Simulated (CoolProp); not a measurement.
Vapour-liquid equilibrium of methanol (1) + water (2) at 372.4 K; x and y are mole fractions of (1).

Computed with CoolProp (multi-fluid Helmholtz-energy mixture model, de Reuck 1993 and Wagner 2002; pair parameters Bell 2016).

```csv
x,bubble pressure (MPa),y at the bubble point,dew pressure at overall composition x (MPa),liquid density (mol/L)
0.05,0.1186,(withheld),0.1031,50.48
0.15,0.1528,0.432,0.1130,45.57
0.25,0.1824,0.570,0.1248,41.34
0.35,(withheld),0.663,0.1389,37.66
0.45,0.2320,(withheld),0.1561,34.43
0.55,0.2538,0.791,0.1776,31.59
0.65,(withheld),0.841,0.2045,29.07
0.75,0.2947,0.887,0.2381,(withheld)
0.85,0.3148,0.932,0.2784,24.83
0.95,0.3352,0.977,0.3228,23.04
```

Problem. Some entries are withheld; supply them.

Solution. 
- 0.05, y at the bubble point: 0.199
- 0.35, bubble pressure (MPa): 0.2085
- 0.45, y at the bubble point: 0.733
- 0.65, bubble pressure (MPa): 0.2745
- 0.75, liquid density (mol/L): 26.83

No azeotrope shows between x = 0.05 and 0.95.

Pair parameters are fitted to limited data, so mixtures are less certain than the pure fluids.
